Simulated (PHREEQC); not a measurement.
Consider water at 25 °C with 0.12 mol CuSO4, 0.0089 mol HNO3 and 0.048 mol NaCl per kg of water. It is in equilibrium with CO2 at log p = -3.5 (atm). Otherwise closed; pH follows from the charge balance.

The numbers come from PHREEQC with the ion-association model, phreeqc.dat.

Task: The ionic strength comes out as 0.305 mol/kgw. What activity coefficients do Cu+2, NaSO4-, CuCl+, Na+, NO3- get?

Result: Cu+2 0.29, NaSO4- 0.72, CuCl+ 0.69, Na+ 0.73, NO3- 0.66.

Precipitation was switched off in this run.
